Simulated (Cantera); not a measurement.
A Cantera script and its output.

```python
import numpy as np
import cantera as ct

gas = ct.Solution("gri30.yaml")
gas.TPX = 400, 101325, {'C3H8': 1.4, 'O2': 4.55, 'N2': 17.1}
inlet = ct.Reservoir(gas, clone=True)
gas.equilibrate("HP")  # start burning
reactor = ct.IdealGasConstPressureReactor(gas, energy="on", clone=False)
exhaust = ct.Reservoir(gas, clone=True)
tau = [0.025, 0.012, 0.0057, 0.0028, 0.0013, 0.00064, 0.00031, 0.00015, 7.1e-05, 3.4e-05, 1.6e-05, 7.9e-06][0]
for a, b in ((inlet, reactor), (reactor, exhaust)):
    ct.MassFlowController(a, b, mdot=lambda t: reactor.mass / tau)
net = ct.ReactorNet([reactor])
show = ['C3H8', 'O2', 'NO', 'CH4', 'O']

rows = []
print(f"{'tau/s':>10s}{'T/K':>9s}" + "".join(f"{s:>11s}" for s in show))
for tau in [0.025, 0.012, 0.0057, 0.0028, 0.0013, 0.00064, 0.00031, 0.00015, 7.1e-05, 3.4e-05, 1.6e-05, 7.9e-06]:
    net.initial_time = 0.0
    net.advance(30 * tau)
    before = gas.X
    net.advance(40 * tau)
    drift = np.max(np.abs(gas.X - before) / (gas.X + 1e-9))
    rows.append([gas.T, *gas[show].X, drift])
    print(f"{tau:10.3e}{gas.T:9.1f}" + "".join(f"{x:11.3e}" for x in gas[show].X))
```

Result:

```
     tau/s      T/K       C3H8         O2         NO        CH4          O
 2.500e-02   2002.8  2.011e-06  2.653e-04  1.565e-04  2.363e-04  8.616e-06
 1.200e-02   1998.3  3.735e-06  4.566e-04  1.588e-04  2.999e-04  1.342e-05
 5.700e-03   1991.8  7.048e-06  7.995e-04  1.527e-04  3.857e-04  2.107e-05
 2.800e-03   1982.4  1.315e-05  1.387e-03  1.370e-04  5.010e-04  3.238e-05
 1.300e-03   1965.9  2.665e-05  2.579e-03  1.091e-04  6.851e-04  5.168e-05
 6.400e-04   1938.1  5.424e-05  4.773e-03  7.605e-05  9.588e-04  7.964e-05
 3.100e-04   1875.1  1.342e-04  1.019e-02  3.684e-05  1.573e-03  1.181e-04
 1.500e-04    400.0  6.074e-02  1.974e-01 -3.804e-20 -2.293e-17 -9.537e-31
 7.100e-05    400.0  6.074e-02  1.974e-01 -6.691e-23 -4.033e-20  1.735e-33
 3.400e-05    400.0  6.074e-02  1.974e-01 -4.226e-24 -2.548e-21  5.847e-35
 1.600e-05    400.0  6.074e-02  1.974e-01 -2.670e-25 -1.609e-22 -1.544e-35
 7.900e-06    400.0  6.074e-02  1.974e-01 -1.686e-26 -1.017e-23 -1.202e-36
```

Computed with Cantera and GRI-Mech 3.0 (53 species, 325 reactions). GRI-Mech 3.0 was tuned for natural gas; its chemistry of propane as a main component is partial and can be far from experiment.
